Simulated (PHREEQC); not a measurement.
**Alkaline etch or developer (model solution)**

A solution holds 0.0639 mol TMAH, 0.012 mol Na2SiO3 and 0.00085 mol (CH3)4NCl per kg of water, at 60 °C. Closed to the air; pH follows from the charge balance.

Equilibrium calculation in PHREEQC: ion-association model, phreeqc.dat.

```json
{
  "pH": "11.75",
  "ionic_strength": "0.0927 mol/kgw",
  "total_alkalinity": "87.9 meq/kg"
}
```

```csv
species,molality,activity,log γ
OH-,0.0719,0.0542,-0.123
(CH3)4N+,0.0648,0.0493,-0.118
Na+,0.0240,0.0186,-0.110
H3SiO4-,0.00798,0.00608,-0.118
H2SiO4-2,0.00400,0.00149,-0.429
Cl-,0.000850,0.000645,-0.120
H4SiO4,2.68e-5,2.74e-5,0.009
```

This is a speciation only: nothing precipitates in the calculation. Complexes and solids missing from the database can't appear. (CH3)4N+ isn't in the database: it is added as a free cation with an ion size of 4 Å. Away from 25 °C the constants follow the database's enthalpies or fits; those with neither stay at their 25 °C values.
